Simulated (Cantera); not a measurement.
Thermodynamics of aluminium nitride and oxide growth, feed AlCl3 + O2 + H2

Feed: 1 mol AlCl3, 0.2 mol O2, 22 mol H2, held at 443 Torr.

These are equilibrium values from Cantera (NASA tables, ideal gas, pure condensed phases), not measurements of a reactor. Candidate condensed phases: Al, AlCl3, Al2O3, H2O; 29 gas species. The tables' values for AlCl2 are old estimates; treat these amounts as uncertain. Condensed phases not in the tables: AlOCl. The numbers say what is thermodynamically allowed, not how fast it happens.

| T (K) | x H2 | x HCl | x AlCl3 | x AlCl | x AlCl2 | x H | x H2O | x Cl | n Al2O3(s) |
|---|---|---|---|---|---|---|---|---|---|
| 948 | 0.934 | 0.0346 | 0.0315 | 2.08e-10 | 1.72e-7 | 6.60e-10 | 1.29e-8 | 2.33e-11 | 0.133 |
| 1048 | 0.934 | 0.0346 | 0.0316 | 1.29e-8 | 2.10e-6 | 9.72e-9 | 4.68e-8 | 3.29e-10 | 0.133 |
| 1148 | 0.934 | 0.0346 | 0.0317 | 3.81e-7 | 1.64e-5 | 9.01e-8 | 1.35e-7 | 2.94e-9 | 0.133 |
| 1248 | 0.934 | 0.0347 | 0.0316 | 6.47e-6 | 9.13e-5 | 5.87e-7 | 3.27e-7 | 1.87e-8 | 0.133 |
| 1348 | 0.933 | 0.0351 | 0.0312 | 6.95e-5 | 0.000384 | 2.91e-6 | 7.08e-7 | 9.12e-8 | 0.133 |
| 1448 | 0.932 | 0.0367 | 0.0300 | 0.000482 | 0.00123 | 1.16e-5 | 1.50e-6 | 3.72e-7 | 0.133 |
| 1548 | 0.927 | 0.0414 | 0.0267 | 0.00203 | 0.00288 | 3.86e-5 | 3.56e-6 | 1.38e-6 | 0.133 |
| 1648 | 0.919 | 0.0499 | 0.0212 | 0.00533 | 0.00491 | 0.000111 | 9.69e-6 | 4.73e-6 | 0.133 |
| 1748 | 0.908 | 0.0606 | 0.0148 | 0.0100 | 0.00649 | 0.000283 | 2.76e-5 | 1.46e-5 | 0.133 |
| 1848 | 0.897 | 0.0710 | 0.00898 | 0.0151 | 0.00706 | 0.000654 | 7.65e-5 | 3.93e-5 | 0.133 |
| 1948 | 0.888 | 0.0792 | 0.00483 | 0.0196 | 0.00661 | 0.00139 | 0.000199 | 9.27e-5 | 0.132 |
| 2048 | 0.881 | 0.0844 | 0.00240 | 0.0231 | 0.00561 | 0.00274 | 0.000483 | 0.000194 | 0.129 |
x: gas mole fraction; n: condensed amount in mol.

From 948 K to 2048 K the condensed part is Al2O3(s). The main Al-bearing gas is AlCl3 at 948 K and AlCl at 2048 K.
